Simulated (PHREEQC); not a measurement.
0.21 g of hydrous ferric oxide (600 m²/g; 0.2 weak and 0.005 strong sites per Fe, Dzombak-Morel constants, diffuse double layer) in 1 kg of water with 0.005 mol/kgw of an inert sodium salt and 1.2e-05 mol Ag2SO4, at 25 °C; the pH is set by adding NaOH or the inert anion's acid. Oxygen is held at 0.21 atm. CO2 from the air is kept out. No solid was allowed to form.

Base run: PHREEQC, ion-association model, wateq4f.dat. Each further column changes one thing. The table gives Ag sorbed (%).

| pH | base | no electrostatic term (-no_edl) | background salt from 0.005 to 0.0005 mol/kgw | oxide from 0.21 to 1.1 g/kgw |
|---|---|---|---|---|
| 4 | 0.1 | 0.0 | 0.1 | 0.5 |
| 4.5 | 0.4 | 0.0 | 0.5 | 2.0 |
| 5 | 1.3 | 0.0 | 1.5 | 6.7 |
| 6 | 10.8 | 1.0 | 11.5 | 41.0 |
| 6.5 | 22.1 | ___ | 22.7 | 66.5 |
| 7 | 34.5 | ___ | 35.0 | 85.1 |
| 7.5 | 44.7 | 42.8 | 45.1 | 94.5 |
| 8.5 | 65.8 | 64.6 | ___ | 99.4 |
| 9 | 80.5 | 73.9 | ___ | 99.8 |
| 9.5 | 91.7 | 78.8 | 92.0 | ___ |
| 10 | 97.0 | 80.7 | ___ | 100.0 |
| 11 | 99.6 | 80.4 | 99.7 | 100.0 |
| 11.5 | 99.8 | ___ | 99.8 | 100.0 |
| 12 | 99.8 | 67.6 | 99.8 | 100.0 |

Q: Complete the blanks.

A: 
- 6.5, no electrostatic term (-no_edl): 7.3
- 7, no electrostatic term (-no_edl): 25.8
- 8.5, background salt from 0.005 to 0.0005 mol/kgw: 66.4
- 9, background salt from 0.005 to 0.0005 mol/kgw: 81.1
- 9.5, oxide from 0.21 to 1.1 g/kgw: 99.9
- 10, background salt from 0.005 to 0.0005 mol/kgw: 97.1
- 11.5, no electrostatic term (-no_edl): 77.5

 In at least one series the solution becomes supersaturated in solids that the run did not let form, among them Ag2O.
